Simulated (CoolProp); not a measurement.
The numbers come from the reference Helmholtz-energy equation of state, Schroeder 2014 in CoolProp.

### Question
For ethanol, give the phase and the density (kg/m³), cp (kJ/(kg K)), Joule-Thomson coefficient (K/MPa), isothermal compressibility (1/MPa) at 377.9 K and 81.8 bar.

### Answer
- 377.9 K and 81.8 bar: liquid; density 720, cp 3.18, Joule-Thomson coefficient -0.199, isothermal compressibility 0.00189
